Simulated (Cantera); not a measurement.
Feed: 1 mol PbO, 6 mol N2, at 1.00 bar.

These are equilibrium values from Cantera (NASA tables, ideal gas, pure condensed phases), not measurements of a reactor. Candidate condensed phases: Pb, PbO, PbO2, Pb3O4; 12 gas species. Gases not in the tables: (PbO)n polymers. Kinetics and transport are ignored.

### Question
Which condensed phases are stable at each of these points (T (K)): 600, 700, 800, 900, 1000, 1100, 1200, 1300, 1400?

### Answer
```csv
T (K),condensed phases,Pb condensed (%)
600,PbO(red),100.0
700,PbO(red),100.0
800,PbO(yellow),100.0
900,PbO(yellow),100.0
1000,PbO(yellow),100.0
1100,PbO(yellow),100.0
1200,PbO(l),100.0
1300,PbO(l),99.7
1400,PbO(l),98.4
```

From 600 K to 700 K the condensed part is PbO(red). From 800 K to 1100 K the condensed part is PbO(yellow). From 1200 K to 1400 K the condensed part is PbO(l).
